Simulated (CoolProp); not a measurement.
Vapour-liquid equilibrium of CHF3 (R23) (1) + R125 (2) at 108 kPa; x and y are mole fractions of (1).

Model: multi-fluid Helmholtz-energy mixture model, Penoncello 2003 and Lemmon 2005; pair parameters Bell 2016, in CoolProp.

| x | bubble temperature, mixture model (°C) | bubble temperature, Raoult's law (°C) | y, mixture model | y, Raoult's law |
|---|---|---|---|---|
| 0.05 | -50.4 | -50.7 | 0.197 | 0.216 |
| 0.2 | -59.3 | -59.6 | 0.570 | 0.588 |
| 0.35 | -65.8 | -65.9 | 0.758 | 0.768 |
| 0.5 | -70.8 | -70.7 | 0.861 | 0.867 |
| 0.65 | -74.5 | -74.4 | 0.922 | 0.927 |
| 0.8 | -77.6 | -77.5 | 0.962 | 0.966 |
| 0.95 | -80.1 | -80.1 | 0.992 | 0.993 |

The largest gap from Raoult's law is +0.3 K in bubble temperature, at x = 0.2. No azeotrope shows between x = 0.05 and 0.95.

Pair parameters are fitted to limited data, so mixtures are less certain than the pure fluids. The gap from Raoult's law changes sign with composition, which may be real or a fault of the pair parameters; it wasn't checked against measurements.
